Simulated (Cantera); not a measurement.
Charge: 1 mol AlCl3, 8.1 mol HCl, 8.8 mol H2, 3.8 mol N2O, at 1975 °C and 2.40 mbar.

These are equilibrium values from Cantera (NASA tables, ideal gas, pure condensed phases), not measurements of a reactor. Candidate condensed phases: Al, AlCl3, AlN, Al2O3, H2O, NH4Cl; 45 gas species. The tables' values for AlCl2, AlOH are old estimates; treat these amounts as uncertain. The numbers say what is thermodynamically allowed, not how fast it happens.

Base state: HCl 0.369, H2 0.217, N2 0.157, H2O 0.0923, Cl 0.0862, H 0.0698, OH 0.00446, AlCl 0.00175 (mole fractions); condensed: Al2O3(s).

Problem. What changes in the equilibrium state with this change: H2 from 8.8 to 17 mol?

Solution. 
```
species          before     after
-------------  --------  --------
H2                0.217     0.379
HCl               0.369     0.283
N2                0.157     0.116
Cl               0.0862    0.0500
H                0.0698    0.0923
H2O              0.0923    0.0725
AlCl            0.00175   0.00338
O2             0.000177   3.57e-5
Al              9.30e-6   3.09e-5
NO             0.000182   7.02e-5
O              0.000990  0.000445
AlOH            2.33e-5   4.61e-5
Al2O3(s), mol     0.465     0.427
```

Problem. What changes in the equilibrium state with this change: temperature from 1975 °C to 877 °C?

Solution. 
```tsv
species	before	after
HCl	0.369	0.500
H2	0.217	0.225
N2	0.157	0.171
Cl	0.0862	1.41e-6
H	0.0698	7.23e-7
H2O	0.0923	0.104
AlCl3	1.03e-5	9.30e-9
OH	0.00446	2.01e-9
AlCl	0.00175	<1e-9
O	0.000990	<1e-9
AlOCl	0.000900	<1e-9
Al2O3(s), mol	0.465	0.500
```
